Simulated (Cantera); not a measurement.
**Premixed flame**

A freely propagating, adiabatic, planar premixed flame of H2 : O2 : N2 = 1 : 0.735 : 2.87 (molar parts), equivalence ratio 0.68, unburnt at 425 K and 100000 Pa; mixture-averaged transport, grid criteria slope 0.08 and curve 0.16, no radiation.

Detailed kinetics in Cantera: the H2/O2 subset of GRI-Mech 3.0, which has no nitrogen chemistry. Burning velocities carry a grid error of a few per cent, more on coarse grids. Lean hydrogen flames are cellular in practice and burn faster than this planar one.

```tsv
z (mm)	T (K)	u (m/s)	x H2	x O2	x H2O	x O	x OH	x HO2
-1.15	425	2.21	0.217	0.160	<1e-8	<1e-8	<1e-8	<1e-8
-0.765	425	2.21	0.217	0.160	6.76e-8	<1e-8	<1e-8	<1e-8
-0.574	425	2.21	0.217	0.160	7.05e-7	<1e-8	<1e-8	3.76e-8
-0.382	426	2.21	0.214	0.160	1.36e-5	2.35e-8	<1e-8	9.03e-7
-0.191	468	2.37	0.194	0.163	0.00244	3.67e-6	2.34e-5	0.000208
-0.0956	727	3.58	0.151	0.157	0.0292	0.000185	0.000691	0.000283
0	1116	5.36	0.0888	0.128	0.0953	0.00258	0.00200	0.000125
0.0956	1399	6.68	0.0386	0.0894	0.163	0.00717	0.00571	6.85e-5
0.191	1557	7.41	0.0195	0.0708	0.193	0.00899	0.00860	4.52e-5
0.382	1714	8.10	0.0123	0.0628	0.209	0.00781	0.0105	2.96e-5
0.765	1844	8.66	0.00839	0.0601	0.219	0.00510	0.0103	1.84e-5
1.53	1938	9.05	0.00464	0.0588	0.228	0.00269	0.00850	9.89e-6
3.06	1993	9.27	0.00203	0.0585	0.234	0.00115	0.00598	4.73e-6
```
x: mole fraction of selected species; z is measured from the peak of heat release.

| Property | Result |
|---|---|
| laminar burning velocity | 221 cm/s |
| thermal thickness | 0.382 mm |
| peak x(O) | 0.00904 |
| peak x(OH) | 0.0106 |
| peak x(HO2) | 0.000382 |
| grid points | 113 |
